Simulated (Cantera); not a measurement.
An isothermal, constant-pressure homogeneous reactor starts with C₃H₈ : H₂ = 1 : 94 (molar parts), at 1975 K and 585 Torr.

Model: GRI-Mech 3.0 (53 species, 325 reactions), integrated in Cantera. GRI-Mech 3.0 was tuned for natural gas; its chemistry of propane as a main component is partial and can be far from experiment. GRI-Mech 3.0 stops at C3 and has no aromatics, soot or wall deposition, so with more carbon than oxygen in the feed, carbon stays in small species such as C2H2 where larger ones or solid carbon would form.

x: mole fraction; the columns are a selection and need not sum to one.

| t (s) | x C₃H₈ | x H₂ | x C₂H | x CH₄ | x C₂H₂ | x H |
|---|---|---|---|---|---|---|
| 4.00e-6 | 0.000292 | 0.972 | 1.34e-7 | 0.0122 | 0.00143 | 0.00533 |
| 2.35e-5 | 1.47e-9 | 0.974 | 3.98e-7 | 0.0137 | 0.00696 | 0.00325 |
| 0.000139 | 3.16e-10 | 0.976 | 2.51e-7 | 0.0138 | 0.00830 | 0.00172 |
| 0.000816 | 1.92e-10 | 0.976 | 2.34e-7 | 0.0129 | 0.00879 | 0.00151 |
| 0.00480 | 7.44e-11 | 0.978 | (withheld) | (withheld) | (withheld) | 0.00152 |
| 0.0283 | 7.36e-12 | 0.981 | 3.61e-7 | 0.00359 | 0.0134 | 0.00154 |
| 0.167 | 2.00e-12 | 0.982 | 3.88e-7 | 0.00165 | 0.0144 | 0.00155 |
| 0.980 | 1.95e-12 | 0.982 | 3.89e-7 | 0.00161 | 0.0144 | 0.00155 |
| 5.77 | 1.95e-12 | 0.982 | 3.89e-7 | 0.00161 | 0.0144 | 0.00155 |
| 34.0 | 1.95e-12 | 0.982 | 3.89e-7 | 0.00161 | 0.0144 | 0.00155 |
| 200 | 1.95e-12 | 0.982 | 3.89e-7 | 0.00161 | 0.0144 | 0.00155 |

Q: Some entries are withheld; supply them.

A: 
- 0.00480, x C₂H: 2.84e-7
- 0.00480, x CH₄: 0.00920
- 0.00480, x C₂H₂: 0.0106
